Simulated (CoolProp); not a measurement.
Properties of dimethyl ether along the isotherm 139.85 °C.

Values from CoolProp's reference Helmholtz-energy equation of state, Wu 2011.

```json
[
 {"p (MPa)": "0.8", "phase": "gas", "density (kg/m³)": "…", "cp (kJ/(kg K))": "1.841", "cv (kJ/(kg K))": "1.617", "isothermal compressibility (1/MPa)": "1.317", "expansivity (1/kK)": "2.845"},
 {"p (MPa)": "1.6", "phase": "gas", "density (kg/m³)": "…", "cp (kJ/(kg K))": "1.934", "cv (kJ/(kg K))": "1.646", "isothermal compressibility (1/MPa)": "0.7011", "expansivity (1/kK)": "…"},
 {"p (MPa)": "2.4", "phase": "gas", "density (kg/m³)": "38.31", "cp (kJ/(kg K))": "2.061", "cv (kJ/(kg K))": "1.682", "isothermal compressibility (1/MPa)": "0.5051", "expansivity (1/kK)": "4.216"},
 {"p (MPa)": "3.2", "phase": "gas", "density (kg/m³)": "55.20", "cp (kJ/(kg K))": "2.250", "cv (kJ/(kg K))": "…", "isothermal compressibility (1/MPa)": "0.4191", "expansivity (1/kK)": "5.425"},
 {"p (MPa)": "4", "phase": "gas", "density (kg/m³)": "75.95", "cp (kJ/(kg K))": "2.557", "cv (kJ/(kg K))": "1.776", "isothermal compressibility (1/MPa)": "0.3860", "expansivity (1/kK)": "7.447"},
 {"p (MPa)": "4.8", "phase": "gas", "density (kg/m³)": "103.6", "cp (kJ/(kg K))": "3.151", "cv (kJ/(kg K))": "1.842", "isothermal compressibility (1/MPa)": "0.3980", "expansivity (1/kK)": "11.43"},
 {"p (MPa)": "5.6", "phase": "supercritical", "density (kg/m³)": "146.6", "cp (kJ/(kg K))": "…", "cv (kJ/(kg K))": "1.933", "isothermal compressibility (1/MPa)": "0.4939", "expansivity (1/kK)": "22.13"},
 {"p (MPa)": "6.4", "phase": "supercritical", "density (kg/m³)": "247.2", "cp (kJ/(kg K))": "12.16", "cv (kJ/(kg K))": "2.055", "isothermal compressibility (1/MPa)": "0.8561", "expansivity (1/kK)": "71.97"},
 {"p (MPa)": "7.2", "phase": "supercritical", "density (kg/m³)": "359.2", "cp (kJ/(kg K))": "6.417", "cv (kJ/(kg K))": "1.944", "isothermal compressibility (1/MPa)": "…", "expansivity (1/kK)": "…"},
 {"p (MPa)": "8", "phase": "supercritical", "density (kg/m³)": "397.4", "cp (kJ/(kg K))": "4.693", "cv (kJ/(kg K))": "1.895", "isothermal compressibility (1/MPa)": "0.08705", "expansivity (1/kK)": "15.31"}
]
```

Fill in the missing entries.


- 0.8, density (kg/m³): 11.30
- 1.6, density (kg/m³): 23.92
- 1.6, expansivity (1/kK): 3.414
- 3.2, cv (kJ/(kg K)): 1.724
- 5.6, cp (kJ/(kg K)): 4.725
- 7.2, isothermal compressibility (1/MPa): 0.1918
- 7.2, expansivity (1/kK): 27.32

The peak of cp marks the crossing from liquid-like to gas-like fluid above the critical point.
